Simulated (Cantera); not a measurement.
## Gas activation for diamond growth

An isothermal, constant-pressure homogeneous reactor starts with 1.94 % CH₄, 97.1 % H₂, 0.971 % H, at 2550 K and 100.0 Torr.

Computed with Cantera and GRI-Mech 3.0 (53 species, 325 reactions). GRI-Mech 3.0 stops at C3 and has no aromatics, soot or wall deposition, so with more carbon than oxygen in the feed, carbon stays in small species such as C2H2 where larger ones or solid carbon would form.

```json
[
 {"t (s)": "0.000800", "x CH₄": "0.000771", "x H₂": "0.947", "x H": "0.0431", "x C₂H₂": "0.00861", "x CH₂": "4.43e-5", "x CH₃": "0.000623", "x C₂H₄": "3.04e-6"},
 {"t (s)": "0.00246", "x CH₄": "0.000123", "x H₂": "0.937", "x H": "0.0537", "x C₂H₂": "0.00914", "x CH₂": "1.17e-5", "x CH₃": "0.000125", "x C₂H₄": "1.19e-6"},
 {"t (s)": "0.00755", "x CH₄": "2.50e-5", "x H₂": "0.923", "x H": "0.0681", "x C₂H₂": "0.00916", "x CH₂": "3.96e-6", "x CH₃": "3.27e-5", "x C₂H₄": "8.53e-7"},
 {"t (s)": "0.0232", "x CH₄": "1.37e-5", "x H₂": "0.910", "x H": "0.0804", "x C₂H₂": "0.00910", "x CH₂": "3.10e-6", "x CH₃": "2.13e-5", "x C₂H₄": "6.88e-7"},
 {"t (s)": "0.0713", "x CH₄": "1.30e-5", "x H₂": "0.909", "x H": "0.0820", "x C₂H₂": "0.00909", "x CH₂": "3.08e-6", "x CH₃": "2.08e-5", "x C₂H₄": "6.70e-7"},
 {"t (s)": "0.219", "x CH₄": "1.30e-5", "x H₂": "0.909", "x H": "0.0820", "x C₂H₂": "0.00909", "x CH₂": "3.08e-6", "x CH₃": "2.08e-5", "x C₂H₄": "6.70e-7"},
 {"t (s)": "0.673", "x CH₄": "1.30e-5", "x H₂": "0.909", "x H": "0.0820", "x C₂H₂": "0.00909", "x CH₂": "3.08e-6", "x CH₃": "2.08e-5", "x C₂H₄": "6.70e-7"},
 {"t (s)": "2.07", "x CH₄": "1.30e-5", "x H₂": "0.909", "x H": "0.0820", "x C₂H₂": "0.00909", "x CH₂": "3.08e-6", "x CH₃": "2.08e-5", "x C₂H₄": "6.70e-7"},
 {"t (s)": "6.36", "x CH₄": "1.30e-5", "x H₂": "0.909", "x H": "0.0820", "x C₂H₂": "0.00909", "x CH₂": "3.08e-6", "x CH₃": "2.08e-5", "x C₂H₄": "6.70e-7"},
 {"t (s)": "19.5", "x CH₄": "1.30e-5", "x H₂": "0.909", "x H": "0.0820", "x C₂H₂": "0.00909", "x CH₂": "3.08e-6", "x CH₃": "2.08e-5", "x C₂H₄": "6.70e-7"},
 {"t (s)": "60.0", "x CH₄": "1.30e-5", "x H₂": "0.909", "x H": "0.0820", "x C₂H₂": "0.00909", "x CH₂": "3.08e-6", "x CH₃": "2.08e-5", "x C₂H₄": "6.70e-7"}
]
```
x: mole fraction; the columns are a selection and need not sum to one.

Equilibrium at this temperature and pressure: CH₄ 1.32e-5, H₂ 0.909, H 0.0820, C₂H₂ 0.00909, CH₂ 3.12e-6, CH₃ 2.10e-5, C₂H₄ 6.70e-7 (gas phase only).
